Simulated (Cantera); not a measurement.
A closed system holds: 1 mol SiF4, 19 mol N2O, 5.1 mol N2, held at 6.00 mbar.

Method: chemical equilibrium by Gibbs-energy minimisation in Cantera with the NASA 1993 tables (ideal gas, pure condensed phases). Candidate condensed phases: Si, SiO2, Si2N2O, Si3N4; 28 gas species. The numbers say what is thermodynamically allowed, not how fast it happens.

**Question.** At 1448 K, list the 5 most abundant gas species with their mole fractions, and the condensed phases.

**Answer.** N2 0.696, O2 0.274, SiF4 0.0289, NO 0.00101, O 1.32e-5. Condensed: gas only.
